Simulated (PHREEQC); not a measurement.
Make-up at 60 °C: 0.0021 mol/kgw HCl, 0.067 mol/kgw CuSO4 and 9.5e-05 mol/kgw MnSO4. Closed to the air; pH follows from the charge balance.

All values are PHREEQC results (ion-association model, wateq4f.dat), not measurements.

```csv
quantity,before,after
pH,3.33,2.78
ionic strength (mol/kgw),0.141,0.202
SO4-2 (mol/kgw),0.0342,3.85e-5
Cl- (mol/kgw),0.00183,0.00168
HSO4- (mol/kgw),0.00152,5.49e-6
```

### Question
What was changed between the two runs?
(A) HCl from 0.0021 to 0.00042 mol/kgw
(B) CuSO4 from 0.067 to 0.0737 mol/kgw
(C) CuSO4 replaced by Cu(NO3)2 at the same molality
(D) MnSO4 left out
(E) temperature from 60 to 25 °C

### Answer
C, CuSO4 replaced by Cu(NO3)2 at the same molality

Precipitation was switched off in this run. Away from 25 °C the constants follow the database's enthalpies or fits; those with neither stay at their 25 °C values.
